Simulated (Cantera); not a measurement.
Input: 1 mol HCl, 0.15 mol H2, 0.19 mol N2, equilibrated at 750 Torr.

Equilibrium computed with Cantera from the NASA thermochemical tables; the gas is ideal and each condensed phase is pure. Candidate condensed phases: NH4Cl; 12 gas species. Equilibrium is a limit: real reactors are often held back by kinetics, nucleation or transport.

Problem. At 2623 K, list the 5 most abundant gas species with their mole fractions, and the condensed phases.

Solution. HCl 0.665, N2 0.137, H2 0.128, Cl 0.0548, H 0.0151. Condensed: gas only.
